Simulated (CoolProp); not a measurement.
Vapour-liquid equilibrium of R22 (1) + C3F8 (R218) (2) at 291.7 K; x and y are mole fractions of (1).

The numbers come from the multi-fluid Helmholtz-energy mixture model, Kamei 1995 and Lemmon 2006; pair parameters Bell 2016 in CoolProp.

```
x      bubble pressure, mixture model (MPa)  bubble pressure, Raoult's law (MPa)  y, mixture model  y, Raoult's law
-----  ------------------------------------  -----------------------------------  ----------------  ---------------
0.05                                 0.7831                               0.7336             0.102            0.060
0.125                                0.8576                               0.7447             0.222            0.147
0.2                                  0.9189                               0.7557             0.316            0.231
0.275                                0.9674                               0.7668             0.391            0.313
0.35                                  1.004                               0.7778             0.453            0.393
0.425                                 1.030                               0.7889             0.505            0.471
0.5                                   1.047                               0.8000             0.551            0.546
0.575                                 1.056                               0.8110             0.594            0.619
0.65                                  1.056                               0.8221             0.637            0.691
0.725                                 1.048                               0.8331             0.682            0.760
0.8                                   1.029                               0.8442             0.735            0.828
0.875                                0.9947                               0.8553             0.803            0.894
0.95                                 0.9348                               0.8663             0.902            0.958
```

The largest gap from Raoult's law is +30.9 % in bubble pressure, at x = 0.5. y crosses x between x = 0.575 and 0.65: the model has an azeotrope there.

Pair parameters are fitted to limited data, so mixtures are less certain than the pure fluids.
